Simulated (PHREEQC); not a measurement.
# Copper plating or etch bath: speciation

A solution holds 0.27 mol/kgw CuSO4, 0.00011 mol/kgw HBF4 and 0.00019 mol/kgw FeCl3, at 20 °C. Closed to the air; pH follows from the charge balance.

Model: ion-association model, wateq4f.dat, run in PHREEQC.

```
Quantity                  Result
-----------------  -------------
pH                          3.98
ionic strength     0.503 mol/kgw
activity of water          0.993
total alkalinity   -0.820 meq/kg
```

```tsv
species	molality	activity	log γ
CuSO4	0.144	0.162	0.050
Cu+2	0.126	0.0316	-0.599
SO4-2	0.125	0.0260	-0.684
Cl-	0.000535	0.000345	-0.190
HSO4-	0.000354	0.000236	-0.175
F-	0.000160	0.000101	-0.198
H+	0.000136	0.000104	-0.116
H3BO3	0.000110	0.000123	0.050
CuF+	7.56e-5	5.56e-5	-0.134
FeF2+	6.15e-5	4.20e-5	-0.166
FeF+2	5.10e-5	1.11e-5	-0.664
CuCl+	3.51e-5	2.29e-5	-0.186
FeSO4+	2.78e-5	1.90e-5	-0.166
FeOH+2	1.57e-5	3.40e-6	-0.664
Fe(SO4)2-	1.44e-5	1.06e-5	-0.134
HF	1.29e-5	1.45e-5	0.050
```

No solid was allowed to form. Saturation is exceeded, for instance for Antlerite, Brochantite; the values hold only as long as no solid forms. Complexes and solids missing from the database can't appear. Real BF4- forms and hydrolyses slowly; the run takes it at equilibrium. Fluoro complexes past AlF4- and FeF3 are missing from the database.
